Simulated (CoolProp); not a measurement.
Computed with CoolProp (reference Helmholtz-energy equation of state, de Reuck 1990).

Task: For fluorine, give the phase and the Z, cv (kJ/(kg K)), Joule-Thomson coefficient (K/MPa) at -192.55 °C and 176 bar.

Result: 
- -192.55 °C and 176 bar: liquid; Z 0.636, cv 0.862, Joule-Thomson coefficient -0.307
